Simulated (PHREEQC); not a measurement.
Consider water at 20 °C with 65 mmol/kgw NH4Cl, 11 mmol/kgw Na2SO4 and 20 mmol/kgw KCl. Closed to the air; pH follows from the charge balance.

Model: ion-association model, wateq4f.dat, run in PHREEQC.

Each row changes one thing in this solution. Precipitation was switched off in this run.

```tsv
case	pH	ionic strength (mol/kgw)	NH4+ (mol/kgw)	SO4-2 (mol/kgw)	NH4SO4- (mol/kgw)	NH3 (mol/kgw)
as made	5.45	0.112	0.0627	0.00801	0.00233	5.47e-6
NH4Cl from 0.065 to 0.0585 mol/kgw	5.47	0.106	0.0563	0.00814	0.00217	5.21e-6
0.0048 mol/kgw NaHCO3 added	7.30	0.116	0.0623	0.00800	0.00229	0.000388
temperature from 20 to 80 °C	4.78	0.112	0.0629	0.00784	0.00204	___
Na2SO4 replaced by FeSO4 at the same molality	5.44	0.118	0.0629	0.00719	0.00207	5.30e-6
KCl left out	5.45	0.0923	___	0.00815	0.00252	5.52e-6
diluted 5-fold with water	5.72	0.0231	0.0128	0.00197	0.000183	2.34e-6
diluted 2-fold with water	___	0.0569	0.0317	0.00446	0.000811	3.78e-6
```

### Question
Some entries are withheld; supply them.

### Answer

- temperature from 20 to 80 °C, NH3 (mol/kgw): 4.25e-5
- KCl left out, NH4+ (mol/kgw): 0.0625
- diluted 2-fold with water, pH: 5.57

Complexes and solids missing from the database can't appear. At this temperature some constants are extrapolated from 25 °C, and those without enthalpy data are left unchanged.
